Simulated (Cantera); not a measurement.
**Thermodynamics of carbothermic reduction, feed SiO₂ + C + N₂**

Charge: 1 mol SiO₂, 2.7 mol C, 0.72 mol N₂, held at 1325 °C.

Method: chemical equilibrium by Gibbs-energy minimisation in Cantera with the NASA 1993 tables (ideal gas, pure condensed phases). Candidate condensed phases: C, Si, SiC, SiO₂, Si₂N₂O, Si₃N₄; 34 gas species. Mutual solubility and eutectic melting of coexisting phases are not modelled. The tables hold silica as quartz up to 1696 K and as liquid above; real silica turns to tridymite and cristobalite and melts near 1996 K. Kinetics and transport are ignored.

```csv
P (Pa),x CO,x N₂,x SiO,x CO₂,x Si,x SiN,x Si₂C,x Si₂N,n SiC(s),n Si₂N₂O(s),n C(graphite),n SiO₂(β-quartz)
10,0.680,0.265,0.0551,7.25e-8,5.18e-5,2.31e-7,1.62e-7,2.14e-8,0.850,0,0,0
36,0.680,0.265,0.0551,2.61e-7,1.44e-5,1.22e-7,4.51e-8,1.13e-8,0.850,0,0,0
130,0.680,0.265,0.0551,9.43e-7,3.99e-6,6.42e-8,1.25e-8,5.95e-9,0.850,0,0,0
460,0.733,0.251,0.0155,1.98e-6,5.75e-7,1.70e-8,1.80e-9,8.04e-10,0.813,0.0734,0,0
1700,0.750,0.247,0.00277,3.20e-6,6.50e-8,3.65e-9,2.03e-10,7.23e-11,0.802,0.0953,0,0
6000,0.871,0.128,0.00110,1.34e-5,7.15e-9,5.44e-10,9.83e-12,4.18e-12,0,0.499,1.20,0
22000,0.872,0.128,0.000301,4.94e-5,5.32e-10,7.75e-11,<1e-12,<1e-12,0,0.500,1.20,0
77000,0.770,0.230,6.03e-5,0.000135,3.45e-11,1.26e-11,<1e-12,<1e-12,0,0.380,1.56,0.239
280000,0.439,0.561,8.01e-6,0.000159,2.21e-12,2.40e-12,<1e-12,<1e-12,0,0.149,2.25,0.702
1000000,0.210,0.789,1.31e-6,0.000131,<1e-12,<1e-12,<1e-12,<1e-12,0,0.0588,2.52,0.882
```
x: gas mole fraction; n: condensed amount in mol.

From 10.0 Pa to 1.30 mbar the condensed part is SiC(s). From 4.60 mbar to 17.0 mbar the condensed part is SiC(s) + Si₂N₂O(s). From 60.0 mbar to 0.220 bar the condensed part is C(graphite) + Si₂N₂O(s). From 0.770 bar to 10.0 bar the condensed part is C(graphite) + SiO₂(β-quartz) + Si₂N₂O(s). The main Si-bearing gas is SiO throughout.
